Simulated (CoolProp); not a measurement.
Aqueous methanol as a coolant, at 8 °C, 1 atm.

The numbers come from the Melinder's fits for secondary coolants in CoolProp.

```
mass %  freezing point (°C)  viscosity (mPa s)  cp (kJ/(kg K))  Prandtl number  conductivity (W/(m K))
------  -------------------  -----------------  --------------  --------------  ----------------------
5                      -3.0               1.63           4.246            12.6                   0.548
9.9                    -6.5                  ?           4.224            15.3                   0.522
14.7                  -10.3               2.13           4.169            17.9                   0.497
19.6                  -14.7               2.36           4.097            20.4                   0.473
24.4                  -19.5               2.54           4.020            22.7                   0.449
29.3                  -24.9               2.66           3.938            24.6                   0.426
34.2                  -30.8               2.72           3.852            25.9                   0.404
39                    -37.3               2.72           3.762            26.6                   0.384
43.9                  -44.5               2.66           3.660            26.7                   0.364
48.7                      ?               2.57           3.551            26.3                       ?
53.6                  -60.8               2.44           3.432               ?                   0.329
```

Problem. Some entries are withheld; supply them.

Solution. 
- 9.9, viscosity (mPa s): 1.89
- 48.7, freezing point (°C): -52.3
- 48.7, conductivity (W/(m K)): 0.346
- 53.6, Prandtl number: 25.4
